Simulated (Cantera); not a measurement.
Input (Python, Cantera):

```python
import numpy as np
import cantera as ct

surf = ct.Interface("diamond.yaml", "diamond_100")
gas, bulk = surf.adjacent["gas"], surf.adjacent["diamond"]
k = surf.kinetics_species_index(bulk.species_names[0])
cover = ["c6HH", "c6H*", "c6*H", "c6**", "c6HM", "c6B"]

rows, drift = [], 0.0
print(f"{'xCH3':>10s}{'um/h':>11s}" + "".join(f"{s:>11s}" for s in cover))
for v in [1e-06, 2.4e-06, 5.5e-06, 1.3e-05, 3.1e-05, 7.2e-05, 0.00017, 0.0004, 0.00095]:
    T, P, xH, xCH3 = 1175, 26000, 0.033, v
    gas.TPX = T, P, {"H": xH, "CH3": xCH3, "CH4": 0.012, "H2": 1 - xH - xCH3 - 0.012}
    surf.TP = bulk.TP = T, P
    surf.coverages = "c6H*:0.1, c6HH:0.9"
    surf.advance_coverages(100.0)
    before = surf.coverages
    surf.advance_coverages(100.0)
    drift = max(drift, np.max(np.abs(surf.coverages - before) / (surf.coverages + 1e-9)))
    rate = surf.net_production_rates[k] * bulk.mean_molecular_weight / bulk.density * 3.6e9
    rows.append([rate, *surf[cover].coverages])
    print(f"{v:10.4g}{rate:11.4e}" + "".join(f"{x:11.3e}" for x in rows[-1][1:]))
```

Result:

```
      xCH3       um/h       c6HH       c6H*       c6*H       c6**       c6HM        c6B
     1e-06 2.5583e-01  4.546e-01  3.764e-02  4.797e-01  2.802e-02  8.269e-06  6.942e-10
   2.4e-06 6.1397e-01  4.546e-01  3.764e-02  4.797e-01  2.801e-02  1.984e-05  1.666e-09
   5.5e-06 1.4069e+00  4.546e-01  3.764e-02  4.797e-01  2.801e-02  4.547e-05  3.818e-09
   1.3e-05 3.3251e+00  4.546e-01  3.764e-02  4.796e-01  2.801e-02  1.075e-04  9.023e-09
   3.1e-05 7.9265e+00  4.544e-01  3.763e-02  4.795e-01  2.800e-02  2.562e-04  2.151e-08
   7.2e-05 1.8397e+01  4.542e-01  3.761e-02  4.792e-01  2.797e-02  5.946e-04  4.992e-08
   0.00017 4.3363e+01  4.537e-01  3.755e-02  4.786e-01  2.791e-02  1.402e-03  1.177e-07
    0.0004 1.0163e+02  4.523e-01  3.743e-02  4.770e-01  2.778e-02  3.285e-03  2.758e-07
   0.00095 2.3910e+02  4.493e-01  3.715e-02  4.734e-01  2.745e-02  7.730e-03  6.488e-07
```

Model: the Harris–Goodwin 1993 mechanism for the reconstructed diamond (100) surface, integrated in Cantera.
